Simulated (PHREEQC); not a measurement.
A solution holds 49 mmol/kgw H2SO4, 14 mmol/kgw CuSO4 and 2.2 mmol/kgw MgCl2, at 35 °C. Closed to the air; pH follows from the charge balance.

Model: ion-association model, wateq4f.dat, run in PHREEQC.

Task: The ionic strength comes out as 0.104 mol/kgw. What activity coefficients do CuCl+, H+, HSO4-, Cu+2, SO4-2 get?

Result: CuCl+ 0.76, H+ 0.82, HSO4- 0.77, Cu+2 0.39, SO4-2 0.36.

No solid was allowed to form.
